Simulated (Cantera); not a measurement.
A perfectly stirred reactor is fed with 15.7 % CO, 9.13 % H2, 2.99 % CH4, 11.5 % O2, 43.3 % N2, 17.3 % H2O, equivalence ratio 1.6, at 39000 Pa; it is adiabatic with a 575 K inlet, and is followed from long to short residence time, starting on the burning branch (τ in s: 0.045, 0.02, 0.0091, 0.0041, 0.0019, 0.00083, 0.00038, 0.00017, 7.6e-05, 3.4e-05, 1.6e-05).

Detailed kinetics in Cantera: GRI-Mech 3.0 (53 species, 325 reactions).

x: mole fraction; the columns are a selection and need not sum to one.

| τ (s) | T (K) | x CO | x H2 | x CH4 | x HCN | x CO2 |
|---|---|---|---|---|---|---|
| 0.045 | 1969 | 0.0913 | 0.0543 | 6.61e-6 | 4.74e-7 | 0.106 |
| 0.020 | 1942 | 0.0910 | 0.0546 | 9.46e-6 | 4.94e-7 | 0.106 |
| 0.0091 | 1906 | 0.0907 | 0.0551 | 1.45e-5 | 4.70e-7 | 0.105 |
| 0.0041 | 1857 | 0.0905 | 0.0558 | 2.44e-5 | ? | 0.105 |
| 0.0019 | 1797 | 0.0905 | 0.0566 | 4.38e-5 | ? | 0.104 |
| 0.00083 | 1719 | 0.0916 | 0.0568 | 9.16e-5 | ? | 0.101 |
| 0.00038 | 1635 | 0.0959 | 0.0557 | 0.000208 | ? | 0.0957 |
| 0.00017 | 1534 | 0.110 | 0.0522 | 0.000603 | ? | 0.0795 |
| 7.6e-5 | 575 | 0.157 | 0.0913 | 0.0299 | <1e-12 | <1e-12 |
| 3.4e-5 | 575 | 0.157 | 0.0913 | 0.0299 | <1e-12 | <1e-12 |
| 1.6e-5 | 575 | 0.157 | 0.0913 | 0.0299 | <1e-12 | <1e-12 |

Problem. What belongs in the gaps?

Solution. 
- 0.0041, x HCN: 4.24e-7
- 0.0019, x HCN: 3.77e-7
- 0.00083, x HCN: 3.37e-7
- 0.00038, x HCN: 3.06e-7
- 0.00017, x HCN: 2.69e-7
